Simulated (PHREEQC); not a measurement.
A made-up water analysis in mmol/kgw, 25 °C, pH 8:

| constituent | mmol/kgw |
|---|---|
| Na | 201 |
| K | 5.77 |
| Ca | 31 |
| Mg | 7.6 |
| Cl | 211 |
| S(6) | 39.5 |
| Alkalinity (meq/kgw) | 0.013 |
| Li | 8.94 |

Valence states are taken as typed.

Model: Pitzer model, pitzer.dat, run in PHREEQC.

No solid was allowed to form.

What activity of water does the model give?

activity of water 0.992.

In which forms is C present?

HCO3- 96 %, CO3-2 2.2 %, CO2 1.5 % of the C.

The solution is supersaturated, for example in Gypsum, so a real one may precipitate; this is no full list.
